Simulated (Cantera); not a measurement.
## PbO + H2 + N2 + CO (iron carbonyl, mercury and lead vapours)

Charge: 1 mol PbO, 0.99 mol H2, 5.4 mol N2, a varied amount of CO, held at 1100 K and 0.133 bar.

Cantera equilibrium calculation (NASA polynomials, part measured and part estimated; ideal gas, pure solids and liquids). Candidate condensed phases: C, C6H6, C7H8, C8H18, H2O, Pb, PbO, PbO2, Pb3O4; 139 gas species. Rates play no part.

From 0.41 mol CO to 8.5 mol CO the condensed part is Pb(l). The main Pb-bearing gas is Pb throughout.

```
n(CO) (mol)  log p N2  log p CO  log p H2O  log p CO2  log p H2  log p Pb  n Pb(l)
-----------  --------  --------  ---------  ---------  --------  --------  -------
0.41            -0.98     -2.64      -1.86      -2.24     -2.26     -3.92    0.994
0.56            -0.99     -2.42      -1.91      -2.16     -2.17     -3.92    0.994
0.76            -1.00     -2.22      -1.98      -2.09     -2.10     -3.92    0.993
1               -1.01     -2.05      -2.05      -2.04     -2.05     -3.92    0.993
1.4             -1.03     -1.86      -2.15      -2.00     -2.01     -3.92    0.993
1.9             -1.06     -1.70      -2.26      -1.98     -1.98     -3.92    0.992
2.5             -1.09     -1.57      -2.37      -1.97     -1.98     -3.92    0.992
3.4             -1.13     -1.45      -2.51      -1.98     -1.98     -3.92    0.991
4.6             -1.18     -1.34      -2.66      -2.00     -2.01     -3.92    0.990
6.3             -1.25     -1.24      -2.84      -2.04     -2.05     -3.92    0.988
8.5             -1.32     -1.17      -3.03      -2.10     -2.10     -3.92    0.986
```
log p: log10 of the partial pressure in bar; n: condensed amount in mol.
